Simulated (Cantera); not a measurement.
A closed system holds: 1 mol MgO, 0.054 mol C, 0.37 mol H2.

Cantera equilibrium calculation (NASA polynomials, part measured and part estimated; ideal gas, pure solids and liquids). Candidate condensed phases: C, C6H6, C7H8, C8H18, H2O, Mg, MgCO3, MgO, Mg(OH)2; 116 gas species. Kinetics and transport are ignored.

Problem. What condenses at these points (T in K, P in Pa): (2573, 22); (2523, 100); (2873, 10000); (2573, 1000000); (2873, 460)?

Solution. 
```tsv
T (K)	P in Pa	condensed phases	Mg condensed (%)
2573	22	gas only	0.0
2523	100	gas only	0.0
2873	10000	MgO	53.0
2573	1000000	MgO	94.3
2873	460	gas only	0.0
```
